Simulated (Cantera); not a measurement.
An adiabatic, constant-volume homogeneous reactor starts with 16.8 % CO, 14.8 % H₂, 14.4 % O₂, 54.0 % N₂, equivalence ratio 1.1, at 1375 K and 30.0 bar.

Cantera simulation using GRI-Mech 3.0 (53 species, 325 reactions); the numbers are that mechanism's predictions, not measurements. The hydrogen kinetics of GRI-Mech 3.0 are dated; newer H2 mechanisms differ, most at raised pressure. The pressure lies above the range GRI-Mech 3.0 was tuned for (to about 10 atm). Above 3000 K some thermodynamic fits are extrapolated.

One state of this run: T (K) = 3248; P (bar) = 63.2; x CO = 0.0773; x H₂ = 0.0125; x O₂ = 0.0193; x NO₂ = 7.99e-6; x H₂O = 0.141; x NO = 0.00673. x: mole fraction; the columns are a selection and need not sum to one.

Q: Which value of t (s) does it belong to?
A. 3.44e-5
B. 0.000591
C. 8.29e-6
D. 0.00245

A: C, 8.29e-6
